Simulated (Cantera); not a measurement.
Input: 1 mol SiO₂, 12 mol H₂, 0.23 mol H₂O, at 19.0 mbar.

Cantera equilibrium calculation (NASA polynomials, part measured and part estimated; ideal gas, pure solids and liquids). Candidate condensed phases: H₂O, Si, SiO₂; 18 gas species. The numbers say what is thermodynamically allowed, not how fast it happens. All values below are at 975 K.

Base state: H₂ 0.981, H₂O 0.0188 (mole fractions); condensed: SiO₂(β-quartz).

Q: What changes in the equilibrium state with this change: 0.016 mol Cl₂ added?

A: 
```json
[
 {"species": "H₂", "before": "0.981", "after": "0.979"},
 {"species": "H₂O", "before": "0.0188", "after": "0.0188"},
 {"species": "HCl", "before": "0", "after": "0.00261"},
 {"species": "SiO₂(β-quartz), mol", "before": "1.00", "after": "1.00"}
]
```
